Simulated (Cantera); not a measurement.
# Reactions in the system K-O-S

Cantera with NASA thermochemical tables; ideal gases at 1 bar, condensed phases pure. Values are per mole of reaction as written; species without (g) are pure solids or liquids, kept so even where they would boil at 1 bar.

6 K2SO4 + S2(g) ⇌ 8 SO3(g) + 12 K

```json
[
 {"T (K)": "850", "ΔH° (kJ)": "5266.7", "ΔS° (J/K)": "1479.6", "ΔG° (kJ)": "4009.1", "log10 K": "-246.37"},
 {"T (K)": "900", "ΔH° (kJ)": "5205.2", "ΔS° (J/K)": "1408.0", "ΔG° (kJ)": "3938.0", "log10 K": "-228.55"},
 {"T (K)": "950", "ΔH° (kJ)": "5194.7", "ΔS° (J/K)": "1396.6", "ΔG° (kJ)": "3867.9", "log10 K": "-212.67"},
 {"T (K)": "1000", "ΔH° (kJ)": "5183.3", "ΔS° (J/K)": "1385.0", "ΔG° (kJ)": "3798.3", "log10 K": "-198.40"},
 {"T (K)": "1050", "ΔH° (kJ)": "5171.1", "ΔS° (J/K)": "1373.1", "ΔG° (kJ)": "3729.4", "log10 K": "-185.52"},
 {"T (K)": "1100", "ΔH° (kJ)": "5158.2", "ΔS° (J/K)": "1361.0", "ΔG° (kJ)": "3661.1", "log10 K": "-173.84"},
 {"T (K)": "1150", "ΔH° (kJ)": "5144.6", "ΔS° (J/K)": "1348.9", "ΔG° (kJ)": "3593.3", "log10 K": "-163.21"}
]
```
